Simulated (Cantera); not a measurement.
Charge: 1 mol SiHCl3, 3.3 mol N2, 0.3 mol H2, equilibrated at 1327 °C and 13.5 Torr.

Equilibrium computed with Cantera from the NASA thermochemical tables; the gas is ideal and each condensed phase is pure. Candidate condensed phases: NH4Cl, Si, Si3N4; 28 gas species. The tables' values for SiCl3, SiCl are old estimates; treat these amounts as uncertain. Kinetics and transport are ignored.

Q: What is the equilibrium state?

A: 
```json
{
  "x(N2)": "0.596",
  "x(HCl)": "0.169",
  "x(SiCl2)": "0.149",
  "x(H2)": "0.0610",
  "x(SiCl3)": "0.0187",
  "x(SiCl4)": "0.00577",
  "x(SiHCl3)": "0.000300",
  "x(Cl)": "0.000220",
  "x(H)": "0.000100",
  "n(Si3N4(s))": "0.0161 mol",
  "gas_amount": "5.484 mol",
  "log10 activity of Si(s) (absent)": "-1.04"
}
```
